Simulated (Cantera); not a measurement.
An adiabatic, constant-volume homogeneous reactor starts with CH₄ : O₂ : N₂ = 1 : 2.67 : 10 (molar parts), at 1025 K and 3.60 bar. Integrator tolerance rtol = 1e-08.

Detailed kinetics in Cantera: GRI-Mech 3.0 (53 species, 325 reactions).

### Question
What does this change do: initial temperature 1025 to 1350 K?

### Answer
```csv
quantity,before,after
time of steepest temperature rise,0.149 s,1.81 ms
temperature at 2.00 s,2685 K,2827 K
equilibrium temperature,2685 K,2827 K
x(CH₄) at 2.00 s,<1e-12 (gas-phase equilibrium <1e-12),<1e-12 (gas-phase equilibrium <1e-12)
x(O₂) at 2.00 s,0.0439 (gas-phase equilibrium 0.0439),0.0446 (gas-phase equilibrium 0.0446)
x(NO) at 2.00 s,0.0136 (gas-phase equilibrium 0.0136),0.0167 (gas-phase equilibrium 0.0167)
x(N₂O) at 2.00 s,2.24e-6 (gas-phase equilibrium 2.24e-6),2.47e-6 (gas-phase equilibrium 2.47e-6)
x(H₂O) at 2.00 s,0.136 (gas-phase equilibrium 0.136),0.129 (gas-phase equilibrium 0.129)
```

### Question
What does this change do: pressure from 3.60 bar to 3.90 bar?

### Answer
```
quantity                                                            before                                    after
---------------------------------  ---------------------------------------  ---------------------------------------
time of steepest temperature rise                                  0.149 s                                  0.136 s
temperature at 2.00 s                                               2685 K                                   2688 K
equilibrium temperature                                             2685 K                                   2688 K
x(CH₄) at 2.00 s                     <1e-12 (gas-phase equilibrium <1e-12)    <1e-12 (gas-phase equilibrium <1e-12)
x(O₂) at 2.00 s                      0.0439 (gas-phase equilibrium 0.0439)    0.0438 (gas-phase equilibrium 0.0438)
x(NO) at 2.00 s                      0.0136 (gas-phase equilibrium 0.0136)    0.0137 (gas-phase equilibrium 0.0137)
x(N₂O) at 2.00 s                   2.24e-6 (gas-phase equilibrium 2.24e-6)  2.34e-6 (gas-phase equilibrium 2.34e-6)
x(H₂O) at 2.00 s                       0.136 (gas-phase equilibrium 0.136)      0.136 (gas-phase equilibrium 0.136)
```
